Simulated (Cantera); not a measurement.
Mixture: H₂ : O₂ : N₂ = 1 : 0.312 : 1.47 (molar parts), equivalence ratio 1.6, at 0.681 atm, adiabatic and at constant pressure. Ignition delay is the time to a rise of 400 K.

Detailed kinetics in Cantera: the H2/O2 subset of GRI-Mech 3.0, which has no nitrogen chemistry. Where the delays flatten at high temperature, the 400 K rule measures the pace of heat release, not the induction time.

Question: What does this change do: 0.2 parts H2O added?

Answer: 
```csv
quantity,before,after
delay at 1298 K,55.7 µs,60.6 µs
delay at 1498 K,37.1 µs,39.8 µs
delay at 1698 K,35.9 µs,38.6 µs
delay at 1898 K,42.2 µs,45.5 µs
delay at 2098 K,53.7 µs,58.1 µs
```

Question: What does this change do: pressure from 0.681 atm to 0.987 atm?

Answer: 
```
quantity          before    after
---------------  -------  -------
delay at 1298 K  55.7 µs  36.6 µs
delay at 1498 K  37.1 µs  22.2 µs
delay at 1698 K  35.9 µs  19.6 µs
delay at 1898 K  42.2 µs  21.7 µs
delay at 2098 K  53.7 µs  26.7 µs
```
